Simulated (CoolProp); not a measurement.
n-perfluorohexane along the isotherm 450 K: Z from the reference equation and from simpler models built on Tc = 448.0 K, pc = 1.742 MPa, ω = 0.497; each cubic takes its own stable root.

The numbers come from the reference Helmholtz-energy equation of state, Gao 2022 in CoolProp.

| p (MPa) | phase | reference | Pitzer virial | van der Waals | Redlich-Kwong | Soave-Redlich-Kwong |
|---|---|---|---|---|---|---|
| 0.0581 | gas | 0.9884 | 0.9883 | 0.9901 | 0.9887 | 0.9887 |
| 0.116 | gas | 0.9767 | 0.9767 | 0.9801 | 0.9773 | 0.9774 |
| 0.174 | gas | 0.9647 | 0.9651 | 0.9699 | 0.9657 | 0.9658 |
| 0.232 | gas | 0.9525 | 0.9535 | 0.9595 | 0.9539 | 0.9541 |
| 0.29 | gas | 0.9401 | 0.9418 | 0.9490 | 0.9419 | 0.9421 |
| 0.348 | gas | 0.9274 | 0.9302 | 0.9382 | 0.9297 | 0.9300 |
| 0.406 | gas | 0.9145 | 0.9186 | 0.9272 | 0.9173 | 0.9176 |
| 0.464 | gas | [?] | 0.9069 | [?] | 0.9046 | [?] |
| 0.522 | gas | 0.8878 | 0.8953 | 0.9044 | 0.8918 | 0.8923 |
| 0.581 | gas | 0.8738 | [?] | 0.8925 | [?] | 0.8790 |
| 0.639 | gas | 0.8596 | 0.8719 | 0.8804 | 0.8650 | 0.8656 |
| 0.697 | gas | 0.8451 | 0.8602 | 0.8681 | 0.8513 | 0.8520 |
| 0.755 | gas | 0.8302 | 0.8486 | 0.8554 | 0.8372 | [?] |
| 0.813 | gas | 0.8149 | 0.8370 | 0.8424 | 0.8228 | 0.8237 |
| 0.871 | gas | 0.7991 | 0.8253 | [?] | 0.8080 | 0.8090 |

Q: Some entries are withheld; supply them.

A: 
- 0.464, reference: 0.9013
- 0.464, van der Waals: 0.9159
- 0.464, Soave-Redlich-Kwong: 0.9051
- 0.581, Pitzer virial: 0.8835
- 0.581, Redlich-Kwong: 0.8784
- 0.755, Soave-Redlich-Kwong: 0.8380
- 0.871, van der Waals: 0.8289
